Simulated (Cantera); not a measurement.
Input (Python, Cantera):

```python
import numpy as np
import cantera as ct

gas = ct.Solution("gri30.yaml")
gas.TPX = 1750, 100000, {'CO': 1, 'H2': 0.79, 'O2': 0.932, 'N2': 7.8}
reactor = ct.IdealGasConstPressureReactor(gas, energy="on", clone=False)
net = ct.ReactorNet([reactor])
net.rtol, net.atol = 1e-08, 1e-16
show = ['CO', 'H2', 'O2', 'NO', 'HO2']
times = np.geomspace(2e-06, 3, 13)

steps = ct.SolutionArray(gas, extra=["t"])
rows = []
print(f"{'t/s':>10s}{'T/K':>9s}{'P/Pa':>11s}" + "".join(f"{s:>11s}" for s in show))
for t in times:
    while net.time < t:
        t_next = net.step()
        steps.append(gas.state, t=t_next)
    rows.append([np.interp(t, steps.t, y) for y in (steps.T, steps.P, *steps(*show).X.T)])
    print(f"{t:10.3e}{rows[-1][0]:9.1f}{rows[-1][1]:11.4g}" + "".join(f"{x:11.3e}" for x in rows[-1][2:]))
rate = np.gradient(steps.T, steps.t)
print("integrator steps:", len(steps.t))
if steps.T.max() > steps.T[0] + 200:
    print(f"time of steepest temperature rise: {steps.t[rate.argmax()]:.4e} s")
gas.TPX = 1750, 100000, {'CO': 1, 'H2': 0.79, 'O2': 0.932, 'N2': 7.8}
gas.equilibrate("HP")
print(f"equilibrium (HP): T = {gas.T:.1f} K  " + "  ".join(f"{s} {gas[s].X[0]:.3e}" for s in show))
```

It prints:

```
       t/s      T/K       P/Pa         CO         H2         O2         NO        HO2
 2.000e-06   1750.0      1e+05  9.504e-02  7.508e-02  8.857e-02  1.749e-13  9.859e-07
 6.542e-06   1750.1      1e+05  9.502e-02  7.481e-02  8.843e-02  1.993e-11  3.671e-06
 2.140e-05   1830.8      1e+05  7.623e-02  1.052e-02  4.148e-02  6.449e-06  8.637e-06
 6.999e-05   2056.1      1e+05  5.483e-02  1.199e-02  3.131e-02  6.071e-05  4.850e-06
 2.289e-04   2322.5      1e+05  4.920e-02  9.619e-03  2.743e-02  2.160e-04  2.874e-06
 7.489e-04   2547.8      1e+05  3.863e-02  6.396e-03  2.171e-02  9.288e-04  2.418e-06
 2.449e-03   2617.5      1e+05  3.378e-02  5.272e-03  1.838e-02  3.159e-03  2.547e-06
 8.012e-03   2612.4      1e+05  3.389e-02  5.322e-03  1.693e-02  6.623e-03  2.369e-06
 2.621e-02   2610.3      1e+05  3.396e-02  5.347e-03  1.647e-02  7.755e-03  2.310e-06
 8.572e-02   2610.3      1e+05  3.396e-02  5.347e-03  1.647e-02  7.765e-03  2.309e-06
 2.804e-01   2610.3      1e+05  3.396e-02  5.347e-03  1.647e-02  7.765e-03  2.309e-06
 9.172e-01   2610.3      1e+05  3.396e-02  5.347e-03  1.647e-02  7.765e-03  2.309e-06
 3.000e+00   2610.3      1e+05  3.396e-02  5.347e-03  1.647e-02  7.765e-03  2.309e-06
integrator steps: 1269
time of steepest temperature rise: 1.4977e-05 s
equilibrium (HP): T = 2610.3 K  CO 3.396e-02  H2 5.347e-03  O2 1.647e-02  NO 7.765e-03  HO2 2.309e-06
```

Computed with Cantera and GRI-Mech 3.0 (53 species, 325 reactions).
